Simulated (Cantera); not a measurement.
A Cantera script and its output.

```python
import numpy as np
import cantera as ct

gas = ct.Solution("gri30.yaml")
gas.TPX = 2098, 3300, {'CH4': 0.019, 'H2': 1, 'N2': 0.00048}
reactor = ct.IdealGasConstPressureReactor(gas, energy="off", clone=False)
net = ct.ReactorNet([reactor])
net.rtol, net.atol = 1e-08, 1e-18
show = ['CH4', 'H2', 'C2H', 'C2H4', 'CH3', 'HCN', 'C2H2']
times = np.geomspace(0.0001, 90, 9)

steps = ct.SolutionArray(gas, extra=["t"])
rows = []
print(f"{'t/s':>10s}{'T/K':>9s}{'P/Pa':>11s}" + "".join(f"{s:>11s}" for s in show))
for t in times:
    while net.time < t:
        t_next = net.step()
        steps.append(gas.state, t=t_next)
    rows.append([np.interp(t, steps.t, y) for y in (steps.T, steps.P, *steps(*show).X.T)])
    print(f"{t:10.3e}{rows[-1][0]:9.1f}{rows[-1][1]:11.4g}" + "".join(f"{x:11.3e}" for x in rows[-1][2:]))
rate = np.gradient(steps.T, steps.t)
print("integrator steps:", len(steps.t))
if steps.T.max() > steps.T[0] + 200:
    print(f"time of steepest temperature rise: {steps.t[rate.argmax()]:.4e} s")
gas.TPX = 2098, 3300, {'CH4': 0.019, 'H2': 1, 'N2': 0.00048}
gas.equilibrate("TP")
print(f"equilibrium (TP): T = {gas.T:.1f} K  " + "  ".join(f"{s} {gas[s].X[0]:.3e}" for s in show))
```

It prints:

```
       t/s      T/K       P/Pa        CH4         H2        C2H       C2H4        CH3        HCN       C2H2
 1.000e-04   2098.0       3300  1.855e-02  9.807e-01  8.732e-15  3.429e-08  8.225e-05  1.920e-15  1.611e-09
 5.550e-04   2098.0       3300  1.818e-02  9.797e-01  5.102e-11  3.899e-06  4.257e-04  7.348e-13  1.671e-06
 3.080e-03   2098.0       3300  1.545e-02  9.759e-01  9.092e-08  5.397e-05  1.764e-03  5.046e-10  6.013e-04
 1.709e-02   2098.0       3300  4.158e-03  9.769e-01  1.899e-06  1.093e-05  9.054e-04  2.129e-08  6.587e-03
 9.487e-02   2098.0       3300  3.924e-04  9.756e-01  3.390e-06  1.366e-06  1.140e-04  8.471e-08  8.826e-03
 5.265e-01   2098.0       3300  4.813e-05  9.738e-01  3.967e-06  1.163e-06  1.598e-05  1.575e-07  9.035e-03
 2.922e+00   2098.0       3300  2.629e-05  9.736e-01  4.013e-06  1.156e-06  8.815e-06  2.805e-07  9.048e-03
 1.622e+01   2098.0       3300  2.627e-05  9.736e-01  4.013e-06  1.156e-06  8.809e-06  9.005e-07  9.048e-03
 9.000e+01   2098.0       3300  2.626e-05  9.736e-01  4.012e-06  1.156e-06  8.808e-06  4.331e-06  9.046e-03
integrator steps: 1234
equilibrium (TP): T = 2098.0 K  CH4 2.583e-05  H2 9.736e-01  C2H 3.858e-06  C2H4 1.112e-06  CH3 8.662e-06  HCN 6.990e-04  C2H2 8.699e-03
```

Cantera simulation using GRI-Mech 3.0 (53 species, 325 reactions); the numbers are that mechanism's predictions, not measurements. GRI-Mech 3.0 stops at C3 and has no aromatics, soot or wall deposition, so with more carbon than oxygen in the feed, carbon stays in small species such as C2H2 where larger ones or solid carbon would form. Radical loss at walls, strong at low pressure, is not modelled.
